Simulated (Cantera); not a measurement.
A freely propagating, adiabatic, planar premixed flame of H₂ : O₂ : N₂ = 1 : 0.179 : 0.607 (molar parts), unburnt at 575 K and 10.0 bar; mixture-averaged transport, grid criteria slope 0.08 and curve 0.16, no radiation.

Cantera simulation using the H2/O2 subset of GRI-Mech 3.0, which has no nitrogen chemistry; the numbers are that mechanism's predictions, not measurements. The hydrogen kinetics of GRI-Mech 3.0 are dated; newer H2 mechanisms differ, most at raised pressure. Burning velocities carry a grid error of a few per cent, more on coarse grids.

Problem. What does this change do: inlet temperature 575 to 600 K?

Solution. 
```json
[
 {"quantity": "laminar burning velocity", "before": "682 cm/s", "after": "751 cm/s"},
 {"quantity": "thermal thickness", "before": "0.0266 mm", "after": "0.0268 mm"},
 {"quantity": "peak x(H)", "before": "0.0325", "after": "0.0342"},
 {"quantity": "peak x(HO₂)", "before": "0.00119", "after": "0.00117"},
 {"quantity": "peak x(O)", "before": "0.000820", "after": "0.000878"}
]
```
